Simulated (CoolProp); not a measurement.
Ethylbenzene at 494.79 K and 1.03 MPa is throttled through a valve to 0.421 MPa with no heat exchange. Each further row changes one setting.

Computed with CoolProp (reference Helmholtz-energy equation of state, Zhou 2012).

| case | temperature change (K) | final phase | final density (kg/m³) |
|---|---|---|---|
| as stated | -23.0 | … | … |
| outlet pressure 0.126 MPa | … | … | 7.43 |
| outlet pressure 0.547 MPa | -9.0 | … | … |

**Question.** Complete the blanks.

**Answer.** 
- as stated, final phase: two-phase, vapour fraction 0.192
- as stated, final density (kg/m³): 62.5
- outlet pressure 0.126 MPa, temperature change (K): -77.2
- outlet pressure 0.126 MPa, final phase: two-phase, vapour fraction 0.544
- outlet pressure 0.547 MPa, final phase: two-phase, vapour fraction 0.079
- outlet pressure 0.547 MPa, final density (kg/m³): 164
